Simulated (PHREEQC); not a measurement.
HCl is added in steps, without added water, to 1 kg of water holding 15 mmol/kgw H2S, 21 mmol/kgw NaHCO3 and 2.5 mmol/kgw MnCl2, at 20 °C. The system is closed to oxygen. CO2 from the air is kept out. Only these solids could form: Rhodochrosite, Pyrochroite, MnS(Green), Halite, Nahcolite, Natron.

Base run: PHREEQC, ion-association model, wateq4f.dat. Each further column changes one thing. The table gives pH.

```
HCl added (mol)  base  MnCl2 from 0.0025 to 0.00025 mol/kgw  NaHCO3 left out  diluted 100-fold with water  no solid may form
---------------  ----  ------------------------------------  ---------------  ---------------------------  -----------------
0                6.55                                  6.72                ?                         6.80               6.71
0.002875         6.38                                  6.56             2.58                            ?               6.55
0.00575          6.20                                  6.41                ?                            ?               6.39
0.008625         6.00                                  6.24             2.11                         2.11               6.23
0.0115           5.75                                  6.06             1.99                         1.99               6.04
0.01438          5.46                                  5.84             1.89                         1.89               5.83
0.01725          5.24                                  5.56             1.82                         1.82               5.52
0.02013          4.84                                  4.89             1.75                         1.75               4.84
0.023            2.76                                  2.75             1.70                         1.70               2.76
```

**Question.** Some entries are withheld; supply them.

**Answer.** 
- 0, NaHCO3 left out: 4.41
- 0.002875, diluted 100-fold with water: 2.60
- 0.00575, NaHCO3 left out: 2.28
- 0.00575, diluted 100-fold with water: 2.29

The polysulfide entries of wateq4f.dat were taken out for this run. In at least one series the solution becomes supersaturated in solids that the run did not let form, among them Rhodochrosite. Solids allowed in the column 'NaHCO3 left out': Pyrochroite, MnS(Green).
